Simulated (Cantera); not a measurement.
Charge: 1 mol C₂H₄, 0.21 mol CO₂, 2.8 mol H₂, equilibrated at 550 °C.

These are equilibrium values from Cantera (NASA tables, ideal gas, pure condensed phases), not measurements of a reactor. Candidate condensed phases: C, C₆H₆, C₇H₈, C₈H₁₈, H₂O; 110 gas species. The ideal-gas law is rough above about 30 bar. Kinetics and transport are ignored.

log p: log10 of the partial pressure in bar; n: condensed amount in mol.

```tsv
P (Pa)	log p H₂	log p CH₄	log p H₂O	log p CO	n C(graphite)
10	-4.04	-8.10	-8.01	-5.10	1.79
160	-2.83	-5.70	-5.61	-3.90	1.79
2500	-1.65	-3.33	-3.36	-2.84	1.80
40000	-0.54	-1.12	-1.55	-2.13	?
630000	0.29	0.55	-0.13	-1.54	?
10000000	0.96	1.88	1.14	-0.93	?
```

**Question.** What belongs in the gaps?

**Answer.** 
- 40000, n C(graphite): 1.32
- 630000, n C(graphite): 0.438
- 10000000, n C(graphite): 0.103
